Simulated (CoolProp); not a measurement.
The fluid at 239.2 K and 0.0158 MPa is throttled through a valve to 0.0109 MPa with no heat exchange. The same conditions are run with several fluids, on thermodynamics alone (safety and materials aside).

Model: reference Helmholtz-energy equation of state of each fluid (R152A: Outcalt 1996; normal hydrogen: Leachman 2009; propylene: Lemmon 2013; isobutene: Lemmon 2005; hydrogen chloride: Thol 2018), in CoolProp.

```tsv
fluid	temperature change (K)	final density (kg/m³)
R152A	-0.3	(withheld)
normal hydrogen	(withheld)	0.0110
propylene	(withheld)	(withheld)
isobutene	-0.3	0.310
hydrogen chloride	-0.1	(withheld)
```

Problem. Complete the blanks.

Solution. 
- R152A, final density (kg/m³): 0.364
- normal hydrogen, temperature change (K): +0.0
- propylene, temperature change (K): -0.2
- propylene, final density (kg/m³): 0.231
- hydrogen chloride, final density (kg/m³): 0.200
